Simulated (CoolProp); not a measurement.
Vapour-liquid equilibrium of n-heptane (1) + n-dodecane (2) at 0.089 bar; x and y are mole fractions of (1).

Model: multi-fluid Helmholtz-energy mixture model, Span 2003 and Lemmon 2004; pair parameters Bell 2016, in CoolProp.

```csv
x,bubble temperature (K),y at the bubble point,dew temperature at overall composition x (K),liquid density (mol/L)
0.05,381.6,0.678,406.9,4.086
0.15,352.9,0.930,404.0,4.377
0.25,[?],0.973,400.9,4.622
0.35,[?],[?],397.5,4.857
0.45,[?],0.993,393.5,[?]
0.55,318.5,0.996,[?],5.347
0.65,314.8,0.997,383.4,5.611
0.75,311.9,[?],376.3,5.895
0.85,309.4,[?],366.4,6.202
0.95,307.1,1.000,347.6,6.536
```

**Question.** Fill in the missing entries.

**Answer.** 
- 0.25, bubble temperature (K): 338.4
- 0.35, bubble temperature (K): 329.3
- 0.35, y at the bubble point: 0.987
- 0.45, bubble temperature (K): 323.1
- 0.45, liquid density (mol/L): 5.097
- 0.55, dew temperature at overall composition x (K): 388.9
- 0.75, y at the bubble point: 0.998
- 0.85, y at the bubble point: 0.999

No azeotrope shows between x = 0.05 and 0.95.

The pair parameters rest on a limited set of measurements; away from them the model extrapolates. The gap from Raoult's law changes sign with composition, which may be real or a fault of the pair parameters; it wasn't checked against measurements.
